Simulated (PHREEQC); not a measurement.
Na2CO3 is added in steps, without added water, to 1 kg of water holding 0.01 mol KF, 0.00069 mol KCl and 0.00036 mol H2SeO3, at 16 °C. The system is closed to oxygen. CO2 from the air is kept out. Only these solids could form: Halite, Nahcolite, Natron.

Base run: PHREEQC, ion-association model, wateq4f.dat. Each further column changes one thing. The table gives HSeO3- (mol/kgw).

```csv
Na2CO3 added (mol),base,Davies equation for every ion,metal-ligand complexes left out,all activity coefficients set to 1,Debye-Hückel limiting law
0,0.000355,0.000355,0.000355,0.000355,0.000355
0.001925,3.40e-6,3.44e-6,3.34e-6,(withheld),3.40e-6
0.003575,1.66e-6,1.68e-6,1.61e-6,(withheld),1.65e-6
0.0055,1.12e-6,1.13e-6,1.07e-6,(withheld),1.10e-6
0.007425,8.73e-7,8.82e-7,8.26e-7,(withheld),8.53e-7
0.009075,7.46e-7,7.55e-7,7.01e-7,(withheld),7.24e-7
0.011,6.47e-7,6.54e-7,6.02e-7,7.89e-7,6.22e-7
```

Question: Some entries are withheld; supply them.

Answer: 
- 0.001925, all activity coefficients set to 1: 3.68e-6
- 0.003575, all activity coefficients set to 1: 1.85e-6
- 0.0055, all activity coefficients set to 1: 1.28e-6
- 0.007425, all activity coefficients set to 1: 1.02e-6
- 0.009075, all activity coefficients set to 1: 8.93e-7
